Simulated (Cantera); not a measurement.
Source: NASA polynomial tables (part measured, part estimated), evaluated in Cantera. Values are per mole of reaction as written; species without (g) are pure solids or liquids, kept so even where they would boil at 1 bar. VN: taken at fixed stoichiometry.

6 V₂O₃ + 2 NO(g) ⇌ 2 VN + 5 V₂O₄

```json
[
 {"T (K)": "300", "ΔH° (kJ)": "-440.1", "ΔS° (J/K)": "-418.6", "ΔG° (kJ)": "-314.6", "log10 K": "54.77"},
 {"T (K)": "848", "ΔH° (kJ)": "-391.7", "ΔS° (J/K)": "-283.8", "ΔG° (kJ)": "-151.1", "log10 K": "9.31"},
 {"T (K)": "923", "ΔH° (kJ)": "-390.4", "ΔS° (J/K)": "-282.3", "ΔG° (kJ)": "-129.9", "log10 K": "7.35"},
 {"T (K)": "998", "ΔH° (kJ)": "-389.2", "ΔS° (J/K)": "-281.0", "ΔG° (kJ)": "-108.8", "log10 K": "5.69"},
 {"T (K)": "1073", "ΔH° (kJ)": "___", "ΔS° (J/K)": "___", "ΔG° (kJ)": "___", "log10 K": "___"},
 {"T (K)": "1148", "ΔH° (kJ)": "-387.3", "ΔS° (J/K)": "-279.2", "ΔG° (kJ)": "-66.8", "log10 K": "3.04"},
 {"T (K)": "1223", "ΔH° (kJ)": "-386.8", "ΔS° (J/K)": "-278.8", "ΔG° (kJ)": "-45.8", "log10 K": "1.96"},
 {"T (K)": "1298", "ΔH° (kJ)": "-386.6", "ΔS° (J/K)": "-278.6", "ΔG° (kJ)": "-24.9", "log10 K": "1.00"},
 {"T (K)": "1373", "ΔH° (kJ)": "-386.8", "ΔS° (J/K)": "-278.8", "ΔG° (kJ)": "-4.0", "log10 K": "0.15"},
 {"T (K)": "1448", "ΔH° (kJ)": "___", "ΔS° (J/K)": "___", "ΔG° (kJ)": "___", "log10 K": "___"},
 {"T (K)": "1523", "ΔH° (kJ)": "-388.3", "ΔS° (J/K)": "-279.8", "ΔG° (kJ)": "37.8", "log10 K": "-1.30"}
]
```

Question: Fill in the missing entries.

Answer: 
- 1073, ΔH° (kJ): -388.1
- 1073, ΔS° (J/K): -279.9
- 1073, ΔG° (kJ): -87.7
- 1073, log10 K: 4.27
- 1448, ΔH° (kJ): -387.4
- 1448, ΔS° (J/K): -279.2
- 1448, ΔG° (kJ): 16.9
- 1448, log10 K: -0.61
